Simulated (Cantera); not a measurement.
MgO + H₂ (sublimation and decomposition of ceramics)

Input: 1 mol MgO, 0.068 mol H₂, held at 1.33 mbar.

Equilibrium computed with Cantera from the NASA thermochemical tables; the gas is ideal and each condensed phase is pure. Candidate condensed phases: H₂O, Mg, MgO, Mg(OH)₂; 15 gas species. The tables' values for MgH are old estimates; treat these amounts as uncertain. Rates play no part.

From 2350 K to 2425 K the condensed part is MgO(s). From 2450 K to 2600 K nothing is condensed. The main Mg-bearing gas is Mg throughout.

```tsv
T (K)	x Mg	x H₂O	x O	x O₂	x H₂	x H	x OH	x MgO	n MgO(s)
2350	0.382	0.263	0.0279	0.0239	0.128	0.122	0.0433	0.00533	0.944
2375	0.412	0.227	0.0439	0.0447	0.0924	0.117	0.0513	0.00756	0.929
2400	0.451	0.168	0.0671	0.0798	0.0585	0.105	0.0556	0.0107	0.898
2425	0.504	0.0874	0.0993	0.134	0.0267	0.0802	0.0497	0.0149	0.803
2450	0.573	0.0109	0.139	0.201	0.00308	0.0305	0.0210	0.0200	0
2475	0.568	0.00914	0.154	0.192	0.00301	0.0338	0.0207	0.0187	0
2500	0.562	0.00757	0.170	0.182	0.00289	0.0370	0.0201	0.0174	0
2525	0.556	0.00616	0.186	0.172	0.00273	0.0401	0.0193	0.0162	0
2550	0.550	0.00494	0.203	0.162	0.00254	0.0430	0.0184	0.0150	0
2575	0.544	0.00390	0.221	0.151	0.00233	0.0458	0.0173	0.0139	0
2600	0.538	0.00304	0.239	0.140	0.00211	0.0482	0.0161	0.0128	0
```
x: gas mole fraction; n: condensed amount in mol.
